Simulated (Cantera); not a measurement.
Input: 1 mol H₂S, 1.8 mol H₂, 0.82 mol N₂, held at 1777 °C and 1.00 bar.

These are equilibrium values from Cantera (NASA tables, ideal gas, pure condensed phases), not measurements of a reactor. Candidate condensed phases: S; 15 gas species. The numbers say what is thermodynamically allowed, not how fast it happens.

Base state: H₂ 0.612, N₂ 0.207, H₂S 0.0862, S₂ 0.0742, SH 0.0170, H 0.00178, S 0.00119 (mole fractions); condensed: gas only.

### Question
What changes in the equilibrium state with this change: 0.026 mol CH₄ added?

### Answer
```csv
species,before,after
H₂,0.612,0.618
N₂,0.207,0.204
H₂S,0.0862,0.0835
S₂,0.0742,0.0682
CS₂,0,0.00559
SH,0.0170,0.0164
CS,0,0.000759
HCN,0,0.000126
S,0.00119,0.00114
```
Further candidate phases: C, C₆H₆, C₇H₈, C₈H₁₈.

### Question
What changes in the equilibrium state with this change: temperature from 1777 °C to 2025 °C?

### Answer
```csv
species,before,after
H₂,0.612,0.623
N₂,0.207,0.203
S₂,0.0742,0.0811
H₂S,0.0862,0.0517
SH,0.0170,0.0286
H,0.00178,0.00757
S,0.00119,0.00496
SN,5.00e-6,1.84e-5
```
